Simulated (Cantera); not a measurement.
Charge: 1 mol Si, 0.016 mol CO2, 1.6 mol N2, at 900 K and 0.190 bar.

Method: chemical equilibrium by Gibbs-energy minimisation in Cantera with the NASA 1993 tables (ideal gas, pure condensed phases). Candidate condensed phases: C, Si, SiC, SiO2, Si2N2O, Si3N4; 34 gas species. N2 is the only nitrogen source here; it is nearly inert below about 1500 K, so the nitride shown seldom forms there in practice. Kinetics and transport are ignored.

Base state: N2 1.00 (mole fractions); condensed: C(graphite) + Si2N2O(s) + Si3N4(s).

Task: What changes in the equilibrium state with this change: CO2 from 0.016 to 4.5 mol?

Result: 
```tsv
species	before	after
CO2	<1e-9	0.410
CO	<1e-9	0.328
N2	1.00	0.262
C(graphite), mol	0.0160	0
Si2N2O(s), mol	0.0320	0
Si3N4(s), mol	0.312	0
SiO2(β-quartz), mol	0	1.00
```
